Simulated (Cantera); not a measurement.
Charge: 1 mol Si₂Cl₆, a varied amount of NH₃, held at 1125 °C and 7.50 Torr.

Cantera equilibrium calculation (NASA polynomials, part measured and part estimated; ideal gas, pure solids and liquids). Candidate condensed phases: NH₄Cl, Si, Si₃N₄; 28 gas species. The feed counts by its element totals alone. Equilibrium is a limit: real reactors are often held back by kinetics, nucleation or transport.

Q: What share of the Si ends up in condensed phases as a function of n(NH₃) (mol), at 3.7, 7.8, 12, 16, 20, 24, 28, 32?

A: 
```tsv
n(NH₃) (mol)	Si condensed (%)	as
3.7	63.2	Si₃N₄(s)
7.8	85.2	Si₃N₄(s)
12	92.1	Si₃N₄(s)
16	94.7	Si₃N₄(s)
20	96.0	Si₃N₄(s)
24	96.8	Si₃N₄(s)
28	97.4	Si₃N₄(s)
32	97.8	Si₃N₄(s)
```
